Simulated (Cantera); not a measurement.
Cantera run:

```python
import numpy as np
import cantera as ct

gas_names = """
    H H2 Hg
""".split()
cond_names = """
    Hg(cr) Hg(L)
""".split()


# ... load() reads the species with a 1 bar reference pressure and builds the phases ...
atoms = {
    'Hg': {'Hg': 1},
    'H2': {'H': 2},
}
top_T = {}  # K; cautious upper limits of use, not melting points


# ... equilibrate(T, P, feed) seeds the gas with the atoms and calls Mixture.equilibrate('TP', solver="vcs", rtol=1e-11, max_steps=5000) ...
results = []
feed = {'Hg': 1, 'H2': 0.46}  # mol
P = 290000  # Pa
for T in [475, 575, 675, 775, 875, 975, 1075, 1175, 1275, 1375, 1475, 1575]:
    mix = equilibrate(T, P, feed)
    results.append((T, P, feed, dict(zip(mix.species_names, mix.species_moles))))

top = {s: max(r[3][s] / sum(r[3][g] for g in gas_names) for r in results) for s in gas_names}
cols = sorted((s for s in top if top[s] > 1e-06), key=lambda s: -top[s])[:5]
seen = [c for c in cond_names if any(r[3].get(c, 0) > 1e-12 for r in results)]
print("log10 of partial pressures in bar; condensed amounts in mol")
print(f"{'T/K':>10s}" + "".join(f"{s[:9]:>10s}" for s in cols + seen))
for T, P, feed, n in results:
    ng = sum(n[g] for g in gas_names)
    print(f"{T:10.4g}" + "".join(f"{np.log10(max(n[s] / ng * P / 1e5, 1e-99)):10.3f}" for s in cols)
          + "".join(f"{n.get(c, 0):10.4g}" for c in seen))
```

Output:

```
log10 of partial pressures in bar; condensed amounts in mol
       T/K        H2        Hg         H     Hg(L)
       475     0.459    -1.615   -21.133    0.9961
       575     0.408    -0.470   -16.963    0.9391
       675    -0.039     0.298   -14.226         0
       775    -0.039     0.298   -12.023         0
       875    -0.039     0.298   -10.319         0
       975    -0.039     0.298    -8.961         0
      1075    -0.039     0.298    -7.853         0
      1175    -0.039     0.298    -6.931         0
      1275    -0.039     0.298    -6.152         0
      1375    -0.039     0.298    -5.485         0
      1475    -0.039     0.298    -4.907         0
      1575    -0.039     0.298    -4.401         0
```

Cantera equilibrium calculation (NASA polynomials, part measured and part estimated; ideal gas, pure solids and liquids).
